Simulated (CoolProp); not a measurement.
Model: reference Helmholtz-energy equation of state, Lemmon 2006, in CoolProp. It is a short technical equation, of lower accuracy than the large ones.

Question: Give the vapour pressure (MPa), liquid density (kg/m³), liquid cp (kJ/(kg K)), vapour Z of saturated R142b at -56.25 °C.

Answer: 
```
T (°C)  p (MPa)  liquid density (kg/m³)  liquid cp (kJ/(kg K))  vapour Z
------  -------  ----------------------  ---------------------  --------
-56.25  0.00913                    1290                   1.15     0.992
```
